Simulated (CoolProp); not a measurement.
A closed Brayton cycle with nitrogen: compressor inlet 318.15 K and 4.2 MPa, high pressure 14.3 MPa, turbine inlet 870 K, compressor efficiency 0.89, turbine efficiency 0.9, recuperator effectiveness 0.8 (on enthalpy, no pinch check). Each further row changes one setting.

Values from CoolProp's reference Helmholtz-energy equation of state, Span 2000.

| case | thermal efficiency (%) | net work (kJ/kg) | compressor to turbine work | compressor exit (K) | turbine exit (K) |
|---|---|---|---|---|---|
| as stated | 30.8 | 90.6 | 0.64 | 469.9 | 651.1 |
| turbine inlet 820 K | 28.1 | 76.0 | 0.68 | 469.9 | 611.8 |
| compressor inlet 328.15 K | 29.4 | 85.3 | 0.66 | 484.4 | 651.1 |
| high pressure 12.2 MPa | 31.4 | 86.6 | 0.61 | 447.2 | 676.1 |
| recuperator effectiveness 0.5 | 25.7 | 90.6 | 0.64 | 469.9 | 651.1 |
